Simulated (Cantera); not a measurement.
A closed system holds: 1 mol borazine, 0.17 mol H2O, 3.5 mol N2, at 950 K and 630 Torr.

Method: chemical equilibrium by Gibbs-energy minimisation in Cantera with the NASA 1993 tables (ideal gas, pure condensed phases). Candidate condensed phases: B, BN, B2O3, B3O3H3, H2O; 39 gas species. The feed counts by its element totals alone. Gases not in the tables: H3BO3. Rates play no part.

Base state: N2 0.528, H2 0.468, H2O 0.00352, NH3 0.000161 (mole fractions); condensed: BN(s) + B2O3(l).

### Question
What changes in the equilibrium state with this change: temperature from 950 K to 2100 K?

### Answer
```tsv
species	before	after
N2	0.528	0.523
H2	0.468	0.454
HBO	<1e-9	0.0151
H	<1e-9	0.00229
B2O2	<1e-9	0.00118
BN(s), mol	2.90	2.85
B2O3(l), mol	0.0487	0
```
The tables' values for BH2 are old estimates; treat these amounts as uncertain.
